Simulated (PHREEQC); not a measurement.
Model water analysis in mmol/kgw, 25 °C, pH 1.88, pe 11.6: Na 6.5; K 0.115; Ca 2.77; Mg 0.407; Cl 0.989; S(6) 20; Al 0.0492; Si 0.302; Fe(3) 0.493; Mn(2) 0.0547.

Valence states are taken as typed.

Model: ion-association model, wateq4f.dat, run in PHREEQC.

This is a speciation only: nothing precipitates in the calculation.

Q: Order these S species by the share of S that they hold, largest first: HSO4-, FeSO4+, SO4-2, NaSO4-, CaSO4.

A: SO4-2 (52 %), HSO4- (39 %), CaSO4 (4.5 %), FeSO4+ (2.0 %), NaSO4- (0.80 %)

The pH is 1.88 and the ionic strength 0.0407 mol/kgw. The solution is supersaturated, for example in Hematite (slow to form), Goethite (slow to form), so a real one may precipitate; this is no full list.
